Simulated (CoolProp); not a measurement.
CF4 (R14) at 293.15 K and 0.17 MPa is compressed adiabatically to 0.958 MPa with isentropic efficiency 0.8. Each further row changes one setting.

The numbers come from the reference Helmholtz-energy equation of state, Platzer 1990 in CoolProp. This equation is an older, rougher fit.

| case | work (kJ/kg) | final temperature (K) | final density (kg/m³) |
|---|---|---|---|
| as stated | [?] | [?] | [?] |
| efficiency 1 | [?] | [?] | [?] |
| efficiency 0.65 | [?] | [?] | 25.4 |

Problem. Some entries are withheld; supply them.

Solution. 
- as stated, work (kJ/kg): 66.6
- as stated, final temperature (K): 384.2
- as stated, final density (kg/m³): 26.7
- efficiency 1, work (kJ/kg): 53.3
- efficiency 1, final temperature (K): 367.8
- efficiency 1, final density (kg/m³): 28.0
- efficiency 0.65, work (kJ/kg): 82.0
- efficiency 0.65, final temperature (K): 402.8
